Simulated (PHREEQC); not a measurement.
Acid mine or pickling water

Model water analysis in mg/L, 25 °C, pH 3.84, pe 11.8: Na 37.5; K 8.21; Ca 80.4; Mg 22; Cl 52.4; S(6) as SO4 334; Zn 1.05; Fe(3) 2.62; Mn(2) 0.148; Al 0.19.

Valence states are taken as typed.

All values are PHREEQC results (ion-association model, phreeqc.dat), not measurements.

```
Item                           Value
--------------------  --------------
ionic strength        0.0123 mol/kgw
specific conductance       875 µS/cm
total alkalinity       -0.216 meq/kg
charge-balance error          -3.2 %
```

| species | molality | activity | log γ |
|---|---|---|---|
| SO4-2 | 0.00287 | 0.00184 | -0.192 |
| Ca+2 | 0.00166 | 0.00107 | -0.189 |
| Na+ | 0.00162 | 0.00145 | -0.048 |
| Cl- | 0.00148 | 0.00132 | -0.050 |
| Mg+2 | 0.000707 | 0.000461 | -0.186 |
| CaSO4 | 0.000350 | 0.000351 | 0.001 |
| K+ | 0.000207 | 0.000185 | -0.050 |
| MgSO4 | 0.000199 | 0.000199 | 0.001 |
| H+ | 0.000159 | 0.000144 | -0.043 |
| HSO4- | 2.90e-5 | 2.59e-5 | -0.049 |
| Fe(OH)2+ | 2.55e-5 | 2.29e-5 | -0.047 |
| FeOH+2 | 1.55e-5 | 1.00e-5 | -0.191 |

This is a speciation only: nothing precipitates in the calculation. The solution is supersaturated, for example in Jarosite-K, Hematite (slow to form), so a real one may precipitate; this is no full list.
